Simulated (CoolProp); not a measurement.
Nitrogen along the isobar 0.6 MPa: density (kg/m³) from the reference equation and from simpler models built on Tc = -147.0 °C, pc = 3.396 MPa, ω = 0.037; each cubic takes its own stable root.

Model: reference Helmholtz-energy equation of state, Span 2000, in CoolProp.

```
T (°C)    phase  reference
-------  ------  ---------
-202.85  liquid      838.4
-180.15  liquid      729.8
-157.45     gas      19.01
-134.75     gas      15.30
-112.05     gas      12.91
-89.35      gas      11.20
-66.65      gas      9.901
-43.95      gas      8.884
-21.25      gas      8.061
```

Question: How far does each simpler model (van der Waals, Redlich-Kwong, Soave-Redlich-Kwong) lie from the reference over these 9 states: mean and median of the absolute difference, and the worst?

Answer: 
- van der Waals: mean 14.5 %, median 0.3 %, worst -96.6 % at -180.15 °C and 0.6 MPa
- Redlich-Kwong: mean 0.4 %, median 0.1 %, worst +1.5 % at -202.85 °C and 0.6 MPa
- Soave-Redlich-Kwong: mean 0.3 %, median 0.1 %, worst -1.6 % at -180.15 °C and 0.6 MPa

At some of these states van der Waals gives the other phase, because its saturation line lies elsewhere.
